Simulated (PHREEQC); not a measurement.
Solution (80 °C): 2.3 mmol/kgw HCl, 6.9 mmol/kgw Al2(SO4)3 and 30 mmol/kgw Zn(NO3)2. Closed to the air; pH follows from the charge balance.

Model: ion-association model, phreeqc.dat, run in PHREEQC.

This is a speciation only: nothing precipitates in the calculation.

Q: Predict the pH, density.

A: pH 2.90; density 0.978 g/cm³.

Q: In which forms is Zn present?

A: Zn+2 84 %, ZnSO4 15 %, ZnCl+ 1.1 % of the Zn.

Away from 25 °C the constants follow the database's enthalpies or fits; those with neither stay at their 25 °C values.
